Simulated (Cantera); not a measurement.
A perfectly stirred reactor is fed with CH4 : C2H6 : C3H8 : O2 : N2 = 1 : 0.32 : 0.051 : 8.23 : 31 (molar parts), at 2700 Torr; it is adiabatic with a 550 K inlet, and is followed from long to short residence time, starting on the burning branch (τ in s: 0.35, 0.14, 0.057, 0.023, 0.0091, 0.0036, 0.0015, 0.00059, 0.00023, 9.4e-05, 3.8e-05, 1.5e-05).

Model: GRI-Mech 3.0 (53 species, 325 reactions), integrated in Cantera.

Question: What does this change do: 0.23 parts CO2 added?

Answer: 
```tsv
quantity	before	after
blow-out, bracketed by the residence times tried	burning at 1.50 ms, out at 0.590 ms	burning at 3.60 ms, out at 1.50 ms
x(CH4) at τ = 0.350 s	4.94e-6	5.16e-6
x(C2H6) at τ = 0.350 s	3.95e-7	4.14e-7
x(C3H8) at τ = 0.350 s	6.77e-8	7.12e-8
x(O2) at τ = 0.350 s	0.119	0.118
x(H2O) at τ = 0.350 s	0.0774	0.0770
x(CH4) at τ = 1.50 ms	0.000517	0.0245
x(C2H6) at τ = 1.50 ms	4.30e-5	0.00784
x(C3H8) at τ = 1.50 ms	6.94e-6	0.00125
x(O2) at τ = 1.50 ms	0.125	0.202
x(H2O) at τ = 1.50 ms	0.0750	<1e-12
```
